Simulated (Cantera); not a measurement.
Feed: 1 mol Zr, a varied amount of N2O, 20 mol N2, held at 1650 °C and 100000 Pa.

Cantera equilibrium calculation (NASA polynomials, part measured and part estimated; ideal gas, pure solids and liquids). Candidate condensed phases: Zr, ZrN, ZrO2; 13 gas species. Mutual solubility and eutectic melting of coexisting phases are not modelled. ZrN: taken at fixed stoichiometry. Condensed phases not in the tables: solid solutions among these carbides, nitrides and lower oxides. Rates play no part.

log p: log10 of the partial pressure in bar; n: condensed amount in mol.

```tsv
n(N2O) (mol)	log p N2	log p O2	log p NO	log p O	log p NO2	n ZrN(s)	n ZrO2(tetragonal)
0.72	0.00	<-12	-9.33	-10.95	<-12	0.640	0.360
0.84	0.00	<-12	-9.33	-10.95	<-12	0.580	0.420
0.99	0.00	<-12	-9.33	-10.95	<-12	0.505	0.495
1.2	0.00	<-12	-9.33	-10.95	<-12	0.400	0.600
1.4	0.00	<-12	-9.33	-10.95	<-12	0.300	0.700
1.6	0.00	<-12	-9.33	-10.95	<-12	___	___
1.9	0.00	<-12	-9.33	-10.95	<-12	___	0.950
2.2	0.00	-2.40	-3.02	-4.64	-6.58	0	1.00
2.5	-0.01	-1.99	-2.82	-4.44	-6.18	0	1.00
3	-0.01	-1.69	-2.67	-4.29	-5.88	0	1.00
```

**Question.** Some entries are withheld; supply them.

**Answer.** 
- 1.9, n ZrN(s): 0.0500
- 1.6, n ZrN(s): 0.200
- 1.6, n ZrO2(tetragonal): 0.800
